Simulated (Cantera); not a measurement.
Charge: 1 mol Pb, 27 mol H2O, 1.8 mol N2, held at 850 °C and 2400000 Pa.

Equilibrium computed with Cantera from the NASA thermochemical tables; the gas is ideal and each condensed phase is pure. Candidate condensed phases: H2O, Pb, PbO, PbO2, Pb3O4; 27 gas species. Mutual solubility and eutectic melting of coexisting phases are not modelled. The numbers say what is thermodynamically allowed, not how fast it happens.

Q: What is the equilibrium state?

A: 
| Quantity | Result |
|---|---|
| x(H2O) | 0.937 |
| x(N2) | 0.0625 |
| x(H2) | 0.000208 |
| x(Pb) | 7.61e-6 |
| n(Pb(l)) | 0.994 mol |
| n(PbO(yellow)) | 0.00597 mol |
| gas amount | 28.80 mol |
| log10 activity of PbO2(s) (absent) | -7.42 |
